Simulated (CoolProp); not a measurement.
Vapour-liquid equilibrium of R113 (1) + benzene (2) at 356.7 K; x and y are mole fractions of (1).

The numbers come from the multi-fluid Helmholtz-energy mixture model, Marx 1992 and Thol 2012; pair parameters Bell 2016 in CoolProp.

**Question.** Give the bubble pressure and the first vapour's composition at x = 0.05, 0.2, 0.575. Is there an azeotrope?

**Answer.** x = 0.05: 0.1310 MPa, y = 0.176; x = 0.2: 0.1726 MPa, y = 0.452; x = 0.575: 0.2370 MPa, y = 0.746. No azeotrope shows between x = 0.05 and 0.95.

The pair parameters rest on a limited set of measurements; away from them the model extrapolates.
